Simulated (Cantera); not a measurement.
**Thermodynamics of silicon nitride deposition, feed Si2Cl6 + NH3 + H2 + N2**

Input: 1 mol Si2Cl6, 25 mol NH3, 12 mol H2, 3.2 mol N2, at 877 °C and 1.00 Torr.

Method: chemical equilibrium by Gibbs-energy minimisation in Cantera with the NASA 1993 tables (ideal gas, pure condensed phases). Candidate condensed phases: NH4Cl, Si, Si3N4; 28 gas species. The feed counts by its element totals alone. Rates play no part.

```
Quantity                             Result
--------------------------------  ---------
x(H2)                                 0.695
x(N2)                                 0.215
x(HCl)                               0.0896
x(SiCl2)                            1.85e-5
x(SiCl4)                            7.37e-6
x(SiCl3)                            3.54e-6
x(H)                                1.70e-6
x(SiHCl3)                           1.16e-6
n(Si3N4(s))                       0.666 mol
gas amount                        66.87 mol
log10 activity of Si(s) (absent)      -3.14
```
